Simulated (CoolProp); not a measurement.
A simple Rankine cycle with propylene: condensing at 294.15 K, boiler at 2.4 MPa, turbine inlet 480.7 K, turbine efficiency 0.7, pump efficiency 0.6, no recuperator. Each further row changes one setting.

Values from CoolProp's reference Helmholtz-energy equation of state, Lemmon 2013.

```tsv
case	thermal efficiency (%)	net work (kJ/kg)	heat in (kJ/kg)	turbine exit temperature (K)	volume ratio over the turbine
as stated	6.6	45.6	694	451.3	2.24
turbine inlet 500.7 K	6.5	48.3	741	471.5	2.23
condensing temperature 286.15 K	8.0	57.3	715	444.4	2.74
boiler pressure 1.68 MPa	3.9	27.5	704	464.3	1.58
turbine efficiency 0.6	5.5	38.5	694	454.6	2.26
```
